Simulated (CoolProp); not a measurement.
Vapour-liquid equilibrium of R152A (1) + isobutene (2) at 318.9 K; x and y are mole fractions of (1).

The numbers come from the multi-fluid Helmholtz-energy mixture model, Outcalt 1996 and Lemmon 2005; pair parameters Bell 2016 in CoolProp.

| x | bubble pressure (bar) | y at the bubble point | dew pressure at overall composition x (bar) | liquid density (mol/L) |
|---|---|---|---|---|
| 0.05 | 6.217 | 0.146 | 5.709 | 10.07 |
| 0.2 | 7.896 | 0.393 | 6.540 | 10.31 |
| 0.35 | 9.003 | 0.529 | 7.568 | 10.58 |
| 0.5 | 9.765 | 0.629 | 8.767 | 10.92 |
| 0.65 | 10.29 | 0.720 | 9.906 | 11.34 |
| 0.8 | 10.61 | 0.819 | 10.57 | 11.87 |
| 0.95 | 10.65 | 0.946 | 10.64 | 12.52 |

y crosses x between x = 0.8 and 0.95: the model has an azeotrope there.

Pair parameters are fitted to limited data, so mixtures are less certain than the pure fluids.
